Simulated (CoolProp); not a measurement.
Vapour-liquid equilibrium of n-pentane (1) + acetone (2) at 332.3 K; x and y are mole fractions of (1).

Computed with CoolProp (multi-fluid Helmholtz-energy mixture model, Thol 2019 and Lemmon 2006; pair parameters Bell 2016).

### Question
Give the bubble pressure and the first vapour's composition at x = 0.05, 0.35, 0.75. Is there an azeotrope?

### Answer
x = 0.05: 1.429 bar, y = 0.240; x = 0.35: 2.201 bar, y = 0.592; x = 0.75: 2.360 bar, y = 0.734. y crosses x between x = 0.65 and 0.75: the model has an azeotrope there.

Pair parameters are fitted to limited data, so mixtures are less certain than the pure fluids. With so large a gap from Raoult's law the liquid may split in two, which this calculation doesn't test in full.
